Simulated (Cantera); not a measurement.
**Gas-phase reforming**

A perfectly stirred reactor is fed with 21.9 % CH4, 76.5 % CO2, 1.64 % H2O, at 12000 Torr; it is held at 1500 K, and followed from long to short residence time.

Cantera simulation using GRI-Mech 3.0 (53 species, 325 reactions); the numbers are that mechanism's predictions, not measurements. The pressure lies above the range GRI-Mech 3.0 was tuned for (to about 10 atm).

```csv
τ (s),x CH4,x CO2,x C2H,x C2H6,x C2H2,x H,x O2
20,0.0293,0.287,1.13e-10,2.72e-5,0.00429,1.35e-6,<1e-12
3.2,0.0423,0.361,5.70e-10,6.77e-5,0.0189,1.07e-6,<1e-12
0.49,0.0664,0.484,1.27e-9,0.000144,0.0397,6.50e-7,1.59e-12
0.075,0.144,0.661,6.92e-10,0.000426,0.0244,3.85e-7,2.46e-12
0.012,0.200,0.750,1.29e-10,0.000753,0.00437,1.87e-7,1.45e-12
0.0018,0.216,0.764,3.34e-12,0.000634,0.000127,3.90e-8,<1e-12
0.00027,0.218,0.765,<1e-12,0.000149,6.43e-7,1.31e-8,<1e-12
```
x: mole fraction; the columns are a selection and need not sum to one.
